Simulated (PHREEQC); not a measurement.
Make-up at 25 °C: 0.051 mol/kgw HF, 6.3e-05 mol/kgw (CH3)4NF and 0.0023 mol/kgw HCl. Closed to the air; pH follows from the charge balance.

Equilibrium calculation in PHREEQC: ion-association model, phreeqc.dat.

Precipitation was switched off in this run.

Order these F species by the share of F that they hold, largest first: F-, HF2-, HF.

HF (88 %), F- (9.1 %), HF2- (3.1 %)

The pH is 2.15 and the ionic strength 0.00775 mol/kgw. Complexes and solids missing from the database can't appear. (CH3)4N+ isn't in the database: it is added as a free cation with an ion size of 4 Å.
